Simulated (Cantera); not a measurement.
# Hydrocarbon pyrolysis for carbon deposition

An isothermal, constant-pressure homogeneous reactor starts with C2H6 : N2 = 1 : 2 (molar parts), at 1250 K and 36.8 Torr.

Computed with Cantera and GRI-Mech 3.0 (53 species, 325 reactions). GRI-Mech 3.0 stops at C3 and has no aromatics, soot or wall deposition, so with more carbon than oxygen in the feed, carbon stays in small species such as C2H2 where larger ones or solid carbon would form. Radical loss at walls, strong at low pressure, is not modelled.

```tsv
t (s)	x C2H6	x H2	x H	x CH3	x HCN	x CH2
0.000200	0.333	4.81e-5	1.02e-6	0.000111	<1e-12	1.08e-9
0.000726	0.331	0.00135	6.33e-6	0.000235	8.87e-12	7.83e-9
0.00263	0.311	0.0137	1.20e-5	0.000449	8.59e-11	2.68e-8
0.00955	0.238	0.0593	1.39e-5	0.000417	1.74e-10	2.52e-8
0.0346	0.0872	0.154	1.82e-5	0.000273	2.33e-10	1.56e-8
0.126	0.00475	0.223	1.10e-5	6.13e-5	2.57e-10	1.62e-9
0.456	0.000282	0.248	3.13e-6	1.46e-5	2.52e-10	1.03e-10
1.65	0.000103	0.274	2.17e-6	9.04e-6	2.44e-10	4.03e-11
6.00	5.12e-5	0.311	2.06e-6	7.28e-6	2.32e-10	2.69e-11
```
x: mole fraction; the columns are a selection and need not sum to one.

Equilibrium at this temperature and pressure: C2H6 1.51e-5, H2 0.318, H 1.24e-6, CH3 5.14e-6, HCN 0.0848, CH2 1.12e-11 (gas phase only).
